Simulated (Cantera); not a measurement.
A perfectly stirred reactor is fed with C3H8 : H2 = 1 : 2 (molar parts), at 0.368 Torr; it is held at 1750 K, and followed from long to short residence time.

Model: GRI-Mech 3.0 (53 species, 325 reactions), integrated in Cantera. GRI-Mech 3.0 was tuned for natural gas; its chemistry of propane as a main component is partial and can be far from experiment. GRI-Mech 3.0 stops at C3 and has no aromatics, soot or wall deposition, so with more carbon than oxygen in the feed, carbon stays in small species such as C2H2 where larger ones or solid carbon would form. Radical loss at walls, strong at low pressure, is not modelled.

| quantity | before | after |
|---|---|---|
| x(C3H8) at τ = 10.0 s | 2.73e-5 | 7.59e-5 |
| x(H2) at τ = 10.0 s | 0.724 | 0.707 |
| x(C2H4) at τ = 10.0 s | 0.000614 | 0.00183 |
| x(H) at τ = 10.0 s | 0.00357 | 0.00200 |
| x(C2H2) at τ = 10.0 s | 0.241 | 0.234 |
| x(C3H8) at τ = 0.260 s | 0.000983 | 0.00264 |
| x(H2) at τ = 0.260 s | 0.647 | 0.612 |
| x(C2H4) at τ = 0.260 s | 0.0145 | 0.0350 |
| x(H) at τ = 0.260 s | 0.00454 | 0.00270 |
| x(C2H2) at τ = 0.260 s | 0.203 | 0.176 |

Question: Which change was made?
A) temperature 1750 to 1150 K
B) pressure from 0.368 Torr to 20.0 Torr
C) temperature 1750 to 1600 K
D) C3H8 1 to 3.1 parts

Answer: C, temperature 1750 to 1600 K
